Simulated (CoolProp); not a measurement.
R404A along the isobar 6.11 MPa: Z from the reference equation and from simpler models built on Tc = 72.1 °C, pc = 3.735 MPa, ω = 0.293; each cubic takes its own stable root.

Values from CoolProp's reference Helmholtz-energy equation of state, Lemmon 2003. It is a pseudo-pure fit of the blend.

```csv
T (°C),phase,reference
-60.45,liquid,0.2473
-47.15,liquid,0.2394
-33.85,liquid,0.2329
-20.65,liquid,0.2278
-7.35,liquid,0.2240
5.95,liquid,0.2215
19.25,liquid,0.2206
32.55,liquid,0.2216
```

Task: How far does each simpler model (van der Waals, Redlich-Kwong, Soave-Redlich-Kwong) lie from the reference over these 8 states: mean and median of the absolute difference, and the worst?

Result: 
- van der Waals: mean 66.2 %, median 66.5 %, worst +70.1 % at -60.45 °C and 6.11 MPa
- Redlich-Kwong: mean 18.8 %, median 18.4 %, worst +21.0 % at 32.55 °C and 6.11 MPa
- Soave-Redlich-Kwong: mean 14.4 %, median 13.9 %, worst +16.6 % at 32.55 °C and 6.11 MPa
